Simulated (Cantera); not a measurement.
# Thermodynamics of fluorocarbon and chlorocarbon gases, feed CH3Cl + CH4 + H2 + Si

Feed: 1 mol CH3Cl, 0.12 mol CH4, 1.2 mol H2, 0.21 mol Si, held at 377 °C.

Cantera equilibrium calculation (NASA polynomials, part measured and part estimated; ideal gas, pure solids and liquids). Candidate condensed phases: C, C6H6, C7H8, C8H18, Si, SiC; 109 gas species. The numbers say what is thermodynamically allowed, not how fast it happens.

| P (Pa) | x H2 | x CH4 | x SiCl4 | x HCl | x SiHCl3 | n C(graphite) |
|---|---|---|---|---|---|---|
| 1 | 0.885 | 0.000204 | 0.0649 | 0.0496 | 9.41e-5 | 1.12 |
| 6.80 | 0.884 | 0.00138 | 0.0650 | 0.0497 | 9.39e-5 | 1.12 |
| 46 | 0.875 | 0.00916 | 0.0655 | 0.0501 | 9.30e-5 | 1.09 |
| 320 | 0.823 | 0.0563 | 0.0686 | 0.0524 | 8.74e-5 | 0.948 |
| 2200 | 0.631 | 0.228 | 0.0798 | 0.0609 | 6.72e-5 | 0.520 |
| 15000 | 0.351 | 0.480 | 0.0962 | 0.0733 | 3.74e-5 | 0.0727 |
| 100000 | 0.294 | 0.531 | 0.0995 | 0.0759 | 3.13e-5 | 0 |
x: gas mole fraction; n: condensed amount in mol.

From 1.00e-5 bar to 0.150 bar the condensed part is C(graphite). At 1.00 bar nothing is condensed. The main Si-bearing gas is SiCl4 throughout.
